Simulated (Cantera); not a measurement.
Input: 1 mol BaF₂, 0.038 mol O₂, 6.7 mol N₂, at 0.0315 Torr.

These are equilibrium values from Cantera (NASA tables, ideal gas, pure condensed phases), not measurements of a reactor. Candidate condensed phases: Ba, BaF₂, BaO; 20 gas species. The numbers say what is thermodynamically allowed, not how fast it happens.

x: gas mole fraction; nothing condenses.

```
T (K)   x N₂  x BaF₂     x O₂       x O       x F     x BaF
-----  -----  ------  -------  --------  --------  --------
1650   0.866   0.129  0.00459  0.000271   4.18e-5   4.18e-5
1675   0.865   0.129  0.00453         ?         ?         ?
1700   0.865   0.129  0.00446  0.000461   7.63e-5   7.63e-5
1725   0.865   0.129  0.00437  0.000592  0.000102  0.000102
1750   0.865   0.129  0.00427         ?         ?         ?
1775   0.865   0.129  0.00415  0.000952  0.000177  0.000177
1800   0.865   0.129  0.00401   0.00119  0.000231  0.000231
1825   0.865   0.129  0.00385   0.00147  0.000298  0.000298
1850   0.864   0.129  0.00366   0.00180  0.000383  0.000383
1875   0.864   0.129  0.00346   0.00218  0.000489  0.000489
1900   0.864   0.128  0.00322   0.00261  0.000619  0.000619
1925   0.863   0.128  0.00297   0.00309  0.000780  0.000780
1950   0.863   0.128  0.00269   0.00362  0.000977  0.000976
1975   0.863   0.128  0.00241   0.00417   0.00122   0.00121
```

What belongs in the gaps?


- 1750, x O: 0.000754
- 1750, x F: 0.000135
- 1750, x BaF: 0.000135
- 1675, x O: 0.000355
- 1675, x F: 5.67e-5
- 1675, x BaF: 5.67e-5
